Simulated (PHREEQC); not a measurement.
Model water analysis in mg/kgw, 25 °C, pH 5.97, pe 12.1: Na 0.283; K 0.179; Ca 1.08; Mg 0.364; Cl 1.69; S(6) as SO4 1.85; Alkalinity as HCO3 0.838; Pb 0.0367; O(0) (dissolved oxygen) 0.000897; Cd 0.00418; N(5) as NO3 0.00315; Ba 0.0333; Cu(2) 0.00252.

Valence states are taken as typed.

All values are PHREEQC results (ion-association model, phreeqc.dat), not measurements.

```csv
quantity,before,after
CO2 (mol/kgw),3.51e-5,1.05e-5
HCO3- (mol/kgw),1.48e-5,1.40e-5
Pb+2 (mol/kgw),1.69e-7,1.60e-7
CaSO4 (mol/kgw),8.12e-8,8.12e-8
MgSO4 (mol/kgw),5.94e-8,5.94e-8
Cu+2 (mol/kgw),3.81e-8,3.25e-8
SI of Pb(OH)2 (Pb(OH)2),-3.01,-2.03
SI of Anglesite (PbSO4),-3.75,-3.78
```

**Question.** Name the change that produced these shifts.
A) Cd from 0.00418 to 0.0125 mg/kgw
B) pH from 5.97 to 6.47 at the same alkalinity
C) pH from 5.97 to 6.97 at the same alkalinity
D) all concentrations times 2 at the same typed pH

**Answer.** B, pH from 5.97 to 6.47 at the same alkalinity

No solid was allowed to form. The database's constant for dissolved Cu(OH)2 is higher than later reviews accept.
